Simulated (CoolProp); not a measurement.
A closed Brayton cycle with carbon dioxide: compressor inlet 315.15 K and 9.3 MPa, high pressure 25.4 MPa, turbine inlet 670 K, compressor efficiency 0.8, turbine efficiency 0.93, recuperator effectiveness 0.95 (on enthalpy, no pinch check). Each further row changes one setting.

The numbers come from the reference Helmholtz-energy equation of state, Span 1996 in CoolProp.

```tsv
case	thermal efficiency (%)	net work (kJ/kg)	compressor to turbine work	compressor exit (K)	turbine exit (K)
as stated	(withheld)	70.9	0.33	365.0	559.5
turbine inlet 620 K	27.9	60.5	(withheld)	365.0	513.8
compressor inlet 325.15 K	27.9	56.1	(withheld)	402.3	559.5
high pressure 21.6 MPa	29.9	62.9	(withheld)	(withheld)	(withheld)
recuperator effectiveness 0.5	(withheld)	70.9	0.33	365.0	559.5
```

What belongs in the gaps?


- as stated, thermal efficiency (%): 30.8
- turbine inlet 620 K, compressor to turbine work: 0.37
- compressor inlet 325.15 K, compressor to turbine work: 0.47
- high pressure 21.6 MPa, compressor to turbine work: 0.30
- high pressure 21.6 MPa, compressor exit (K): 356.5
- high pressure 21.6 MPa, turbine exit (K): 576.9
- recuperator effectiveness 0.5, thermal efficiency (%): 21.1
